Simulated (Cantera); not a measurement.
## Fluorocarbon and chlorocarbon gases: CF4 + H2

Feed: 1 mol CF4, 0.54 mol H2, equilibrated at 21.0 Pa.

Method: chemical equilibrium by Gibbs-energy minimisation in Cantera with the NASA 1993 tables (ideal gas, pure condensed phases). Candidate condensed phases: C, C6H6, C7H8, C8H18; 95 gas species. Equilibrium is a limit: real reactors are often held back by kinetics, nucleation or transport.

| T (°C) | x F | x HF | x H | x C3 | x C | x CF | x CF2 | x C2 | n C(graphite) |
|---|---|---|---|---|---|---|---|---|---|
| 2075 | 0.674 | 0.278 | 0.000412 | 0.000190 | 8.56e-5 | 0.0133 | 0.0336 | 1.70e-5 | 0.815 |
| 2175 | 0.689 | 0.272 | 0.00136 | 0.00104 | 0.000382 | 0.0191 | 0.0164 | 9.45e-5 | 0.845 |
| 2275 | 0.690 | 0.265 | 0.00414 | 0.00492 | 0.00151 | 0.0260 | 0.00817 | 0.000458 | 0.793 |
| 2375 | 0.674 | 0.249 | 0.0114 | 0.0207 | 0.00541 | 0.0337 | 0.00407 | 0.00196 | 0.544 |
| 2475 | 0.644 | 0.215 | 0.0276 | 0.0525 | 0.0154 | 0.0367 | 0.00178 | 0.00580 | 0 |
| 2575 | 0.653 | 0.177 | 0.0557 | 0.0460 | 0.0292 | 0.0300 | 0.000661 | 0.00816 | 0 |
| 2675 | 0.660 | 0.126 | 0.0923 | 0.0356 | 0.0507 | 0.0238 | 0.000250 | 0.0103 | 0 |
x: gas mole fraction; n: condensed amount in mol.

From 2075 °C to 2375 °C the condensed part is C(graphite). From 2475 °C to 2675 °C nothing is condensed. The main C-bearing gas is CF2 at 2075 °C and C3 at 2675 °C.
